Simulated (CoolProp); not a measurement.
CH2F2 (R32) at several states: fugacity coefficient from the reference equation and from simpler models built on Tc = 78.1 °C, pc = 5.783 MPa, ω = 0.277; each cubic takes its own stable root.

The numbers come from the reference Helmholtz-energy equation of state, Tillner-Roth 1997 in CoolProp.

```json
[
 {"T (°C)": "107.45", "p (MPa)": "0.0567", "phase": "gas", "reference": "0.9971"},
 {"T (°C)": "-25.45", "p (MPa)": "0.0255", "phase": "gas", "reference": "0.9937"},
 {"T (°C)": "40.95", "p (MPa)": "0.705", "phase": "gas", "reference": "0.9301"},
 {"T (°C)": "-47.05", "p (MPa)": "0.0305", "phase": "gas", "reference": "0.9890"},
 {"T (°C)": "-82.85", "p (MPa)": "0.346", "phase": "liquid", "reference": "0.04386"},
 {"T (°C)": "-11.95", "p (MPa)": "2.04", "phase": "liquid", "reference": "0.2458"}
]
```

### Question
How far does each simpler model (Redlich-Kwong, Soave-Redlich-Kwong, Peng-Robinson) lie from the reference over these 6 states: mean and median of the absolute difference, and the worst?

### Answer
- Redlich-Kwong: mean 33.1 %, median 1.0 %, worst +144.6 % at -82.85 °C and 0.346 MPa
- Soave-Redlich-Kwong: mean 2.2 %, median 0.8 %, worst -6.6 % at -82.85 °C and 0.346 MPa
- Peng-Robinson: mean 1.0 %, median 0.5 %, worst +3.1 % at -11.95 °C and 2.04 MPa
